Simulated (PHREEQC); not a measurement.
Make-up at 25 °C: 0.2 mol LiBr, 0.025 mol SrCl2 and 0.00011 mol MgCl2 per kg of water. Closed to the air; pH follows from the charge balance.

Equilibrium calculation in PHREEQC: ion-association model, phreeqc.dat.

Precipitation was switched off in this run.

Question: Estimate the activity of water, density.

Answer: activity of water 0.992; density 1.013 g/cm³.

Species that the database lacks are ignored.
